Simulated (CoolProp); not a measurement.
A single-stage vapour-compression cycle with R13: evaporating at 213.15 K (dew point), condensing at 261.15 K (bubble point), superheat 5 K, subcooling 0 K, compressor efficiency 0.85, no pressure losses. Each further row changes one setting.

The numbers come from the reference Helmholtz-energy equation of state, Platzer 1990 in CoolProp. This equation is an older, rougher fit; its heat capacities, sound speeds and derivatives of the liquid may be far off and weren't checked against measurements.

```json
[
 {"case": "as stated", "cooling COP": "2.76", "pressure ratio": "5.12", "discharge temperature (K)": "289.7", "refrigerating effect (kJ/kg)": "92.3", "volumetric capacity (kJ/m³)": "1610"},
 {"case": "evaporating temperature 218.15 K", "cooling COP": "3.24", "pressure ratio": "4.17", "discharge temperature (K)": "286.5", "refrigerating effect (kJ/kg)": "94.2", "volumetric capacity (kJ/m³)": "2000"},
 {"case": "condensing temperature 256.15 K", "cooling COP": "3.22", "pressure ratio": "4.45", "discharge temperature (K)": "282.9", "refrigerating effect (kJ/kg)": "97.9", "volumetric capacity (kJ/m³)": "1710"},
 {"case": "subcooling 5 K", "cooling COP": "2.93", "pressure ratio": "5.12", "discharge temperature (K)": "289.7", "refrigerating effect (kJ/kg)": "97.9", "volumetric capacity (kJ/m³)": "1710"},
 {"case": "superheat 15 K", "cooling COP": "2.77", "pressure ratio": "5.12", "discharge temperature (K)": "300.2", "refrigerating effect (kJ/kg)": "98.2", "volumetric capacity (kJ/m³)": "1620"},
 {"case": "compressor efficiency 0.75", "cooling COP": "2.43", "pressure ratio": "5.12", "discharge temperature (K)": "295.6", "refrigerating effect (kJ/kg)": "92.3", "volumetric capacity (kJ/m³)": "1610"}
]
```
